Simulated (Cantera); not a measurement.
Fe3O4 + CH4 + H2 (carbothermic reduction)

A closed system holds: 1 mol Fe3O4, a varied amount of CH4, 0.2 mol H2, equilibrated at 1577 °C and 0.645 Torr.

Method: chemical equilibrium by Gibbs-energy minimisation in Cantera with the NASA 1993 tables (ideal gas, pure condensed phases). Candidate condensed phases: C, C6H6, C7H8, C8H18, Fe, Fe(CO)5, FeO, Fe(OH)2, Fe(OH)3, Fe2O3, Fe3O4, H2O; 114 gas species. Each liquid is taken as pure. Mutual solubility and eutectic melting of coexisting phases are not modelled. The tables' stoichiometric FeO is somewhat more stable than real wüstite, so its field is too wide. FeO: taken at fixed stoichiometry. The numbers say what is thermodynamically allowed, not how fast it happens.

From 0.37 mol CH4 to 0.6 mol CH4 the condensed part is FeO(l). From 0.76 mol CH4 to 1.6 mol CH4 the condensed part is Fe(l) + FeO(l). The main Fe-bearing gas is Fe throughout. The share of Fe in condensed phases is highest at 0.37 mol CH4 (99.0 %) and lowest at 1.6 mol CH4 (87.7 %).

```json
[
 {"n(CH4) (mol)": "0.37", "log p H2": "-3.62", "log p H2O": "-3.45", "log p CO": "-3.76", "log p CO2": "-4.20", "log p Fe": "-4.74", "log p H": "-5.08", "n FeO(l)": "2.97", "n Fe(l)": "0"},
 {"n(CH4) (mol)": "0.47", "log p H2": "-3.50", "log p H2O": "-3.58", "log p CO": "-3.70", "log p CO2": "-4.39", "log p Fe": "-4.49", "log p H": "-5.02", "n FeO(l)": "2.94", "n Fe(l)": "0"},
 {"n(CH4) (mol)": "0.6", "log p H2": "-3.43", "log p H2O": "-3.73", "log p CO": "-3.67", "log p CO2": "-4.57", "log p Fe": "-4.27", "log p H": "-4.99", "n FeO(l)": "2.87", "n Fe(l)": "0"},
 {"n(CH4) (mol)": "0.76", "log p H2": "-3.43", "log p H2O": "-3.77", "log p CO": "-3.66", "log p CO2": "-4.60", "log p Fe": "-4.23", "log p H": "-4.98", "n FeO(l)": "2.62", "n Fe(l)": "0.191"},
 {"n(CH4) (mol)": "0.97", "log p H2": "-3.43", "log p H2O": "-3.77", "log p CO": "-3.65", "log p CO2": "-4.60", "log p Fe": "-4.23", "log p H": "-4.98", "n FeO(l)": "2.26", "n Fe(l)": "0.508"},
 {"n(CH4) (mol)": "1.2", "log p H2": "-3.43", "log p H2O": "-3.77", "log p CO": "-3.65", "log p CO2": "-4.59", "log p Fe": "-4.23", "log p H": "-4.98", "n FeO(l)": "1.86", "n Fe(l)": "0.854"},
 {"n(CH4) (mol)": "1.6", "log p H2": "-3.43", "log p H2O": "-3.77", "log p CO": "-3.64", "log p CO2": "-4.58", "log p Fe": "-4.23", "log p H": "-4.99", "n FeO(l)": "1.17", "n Fe(l)": "1.46"}
]
```
log p: log10 of the partial pressure in bar; n: condensed amount in mol.
